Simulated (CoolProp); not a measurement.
A simple Rankine cycle with toluene: condensing at 322.15 K, boiler at 2.5 MPa, turbine inlet 567.1 K, turbine efficiency 0.75, pump efficiency 0.7, no recuperator. Each further row changes one setting.

Values from CoolProp's reference Helmholtz-energy equation of state, Lemmon 2006. It is a short technical equation, of lower accuracy than the large ones.

```
case                             thermal efficiency (%)  net work (kJ/kg)  heat in (kJ/kg)  turbine exit temperature (K)  volume ratio over the turbine
-------------------------------  ----------------------  ----------------  ---------------  ----------------------------  -----------------------------
as stated                                          21.3               158              741                         447.9                            252
turbine inlet 587.1 K                              21.2               168              791                         471.4                            236
condensing temperature 314.15 K                    22.2               168              755                         442.0                            354
boiler pressure 1.75 MPa                           20.4               156              766                         463.8                            153
turbine efficiency 0.65                            18.4               136              741                         460.6                            259
```
